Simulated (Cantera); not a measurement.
An isothermal, constant-pressure homogeneous reactor starts with 0.990 % H2, 99.0 % O2, equivalence ratio 0.0050, at 1150 K and 0.0266 atm.

Cantera simulation using the H2/O2 subset of GRI-Mech 3.0, which has no nitrogen chemistry; the numbers are that mechanism's predictions, not measurements. Radical loss at walls, strong at low pressure, is not modelled.

x: mole fraction; the columns are a selection and need not sum to one.

| t (s) | x H2 | x O2 | x H2O | x HO2 | x H | x O | x H2O2 |
|---|---|---|---|---|---|---|---|
| 1.00e-6 | 0.00990 | 0.990 | <1e-12 | 6.79e-12 | 6.66e-12 | <1e-12 | <1e-12 |
| 7.04e-6 | 0.00990 | 0.990 | <1e-12 | 4.78e-11 | 4.20e-11 | 5.83e-12 | <1e-12 |
| 4.95e-5 | 0.00990 | 0.990 | 1.88e-11 | 3.37e-10 | 1.66e-10 | 1.88e-10 | <1e-12 |
| 0.000348 | 0.00990 | 0.990 | 2.34e-9 | (withheld) | 6.85e-10 | 3.98e-9 | <1e-12 |
| 0.00245 | 0.00989 | 0.990 | 7.05e-6 | (withheld) | 7.53e-7 | 6.25e-6 | 4.07e-11 |
| 0.0172 | 3.35e-5 | 0.984 | 0.00946 | (withheld) | 0.000279 | 0.00578 | 3.80e-8 |
| 0.121 | 5.97e-6 | 0.989 | 0.00981 | (withheld) | 2.11e-5 | 0.00103 | 2.99e-8 |
| 0.853 | 2.44e-7 | 0.990 | 0.00992 | (withheld) | 1.86e-7 | 4.37e-5 | 8.10e-9 |
| 6.00 | 1.06e-8 | 0.990 | 0.00994 | (withheld) | 1.79e-9 | 1.97e-6 | 7.47e-10 |

Problem. Complete the blanks.

Solution. 
- 0.000348, x HO2: 2.40e-9
- 0.00245, x HO2: 7.66e-8
- 0.0172, x HO2: 1.94e-6
- 0.121, x HO2: 8.23e-7
- 0.853, x HO2: 1.06e-7
- 6.00, x HO2: 8.06e-9
